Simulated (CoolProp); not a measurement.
Dimethyl carbonate at several states: density (kg/m³) from the reference equation and from simpler models built on Tc = 557.0 K, pc = 4.909 MPa, ω = 0.346; each cubic takes its own stable root.

Model: reference Helmholtz-energy equation of state, Zhou 2011, in CoolProp.

| T (K) | p (MPa) | phase | reference | van der Waals | Redlich-Kwong | Soave-Redlich-Kwong | Peng-Robinson |
|---|---|---|---|---|---|---|---|
| 479 | 2.83 | liquid | 788.3 | 456.6 | 636.0 | 680.7 | 771.6 |
| 585 | 0.0798 | gas | 1.485 | 1.484 | 1.485 | 1.485 | 1.486 |
| 434.9 | 0.189 | gas | 4.854 | 4.809 | 4.838 | 4.855 | 4.864 |
